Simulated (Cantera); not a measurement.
Input: 1 mol CH₃F, 0.24 mol H₂, equilibrated at 0.0593 Torr.

Equilibrium computed with Cantera from the NASA thermochemical tables; the gas is ideal and each condensed phase is pure. Candidate condensed phases: C, C₆H₆, C₇H₈, C₈H₁₈; 95 gas species. Rates play no part.

Question: What share of the C ends up in condensed phases as a function of T (K), at 1975, 2025, 2075, 2125, 2175, 2225, 2275, 2325, 2375, 2425, 2475, 2525, 2575?

Answer: 
```
T (K)  C condensed (%)           as
-----  ---------------  -----------
1975              99.9  C(graphite)
2025              99.8  C(graphite)
2075              99.7  C(graphite)
2125              99.7  C(graphite)
2175              99.6  C(graphite)
2225              99.5  C(graphite)
2275              99.3  C(graphite)
2325              99.1  C(graphite)
2375              98.5  C(graphite)
2425              97.2  C(graphite)
2475              94.3  C(graphite)
2525              88.0  C(graphite)
2575              74.8  C(graphite)
```
